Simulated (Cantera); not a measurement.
Charge: 1 mol NH3, 0.67 mol O2, 0.47 mol N2, 0.37 mol H2, at 0.250 bar.

Method: chemical equilibrium by Gibbs-energy minimisation in Cantera with the NASA 1993 tables (ideal gas, pure condensed phases). Candidate condensed phases: H2O; 24 gas species. Kinetics and transport are ignored.

log p: log10 of the partial pressure in bar; nothing condenses.

```tsv
T (K)	log p H2O	log p N2	log p H2	log p H	log p OH
1050	-0.93	-1.07	-1.33	(withheld)	-10.85
1150	-0.93	-1.07	-1.33	(withheld)	-9.61
1250	-0.93	-1.07	-1.33	(withheld)	-8.56
1350	-0.93	-1.07	-1.33	(withheld)	-7.68
1450	-0.93	-1.07	-1.33	(withheld)	-6.91
1550	-0.93	-1.07	-1.33	(withheld)	-6.24
1650	-0.93	-1.07	-1.33	(withheld)	-5.65
1750	-0.93	-1.07	-1.33	(withheld)	-5.13
1850	-0.93	-1.07	-1.33	(withheld)	-4.66
1950	-0.93	-1.07	-1.33	(withheld)	-4.25
2050	-0.93	-1.07	-1.33	(withheld)	-3.87
2150	-0.93	-1.07	-1.33	(withheld)	-3.53
2250	-0.93	-1.07	-1.34	(withheld)	-3.22
```

What belongs in the gaps?


- 1050, log p H: -8.76
- 1150, log p H: -7.79
- 1250, log p H: -6.98
- 1350, log p H: -6.29
- 1450, log p H: -5.69
- 1550, log p H: -5.17
- 1650, log p H: -4.71
- 1750, log p H: -4.30
- 1850, log p H: -3.93
- 1950, log p H: -3.61
- 2050, log p H: -3.31
- 2150, log p H: -3.04
- 2250, log p H: -2.80
